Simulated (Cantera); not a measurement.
A perfectly stirred reactor is fed with H2 : O2 : N2 = 1.5 : 1 : 0.53 (molar parts), equivalence ratio 0.75, at 97.5 Torr; it is held at 1223 K, and followed from long to short residence time.

Detailed kinetics in Cantera: GRI-Mech 3.0 (53 species, 325 reactions). The temperature is held fixed by assumption; the heat of reaction is taken as removed at once.

One state of this run: x H2 = 0.000421; x O2 = 0.110; x NO = 1.05e-7; x H2O2 = 1.08e-6; x O = 6.37e-5; x H2O = 0.657; x HO2 = 7.55e-6. x: mole fraction; the columns are a selection and need not sum to one.

Task: Which value of τ (s) does it belong to?
A. 0.071
B. 0.0074
C. 2.1
D. 0.69

Result: C, 2.1
